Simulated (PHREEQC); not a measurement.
Make-up at 47 °C: 0.53 mol Na2SO4 per kg of water. Closed to the air; pH follows from the charge balance.

Computed with PHREEQC (Pitzer model, pitzer.dat).

### Question
The ionic strength comes out as 1.59 mol/kgw. What activity coefficients do Na+, OH-, SO4-2 get?

### Answer
Na+ 0.50, OH- 0.56, SO4-2 0.070. Single-ion values are on the MacInnes scale.

No solid was allowed to form. Constants without temperature data keep their 25 °C values here.
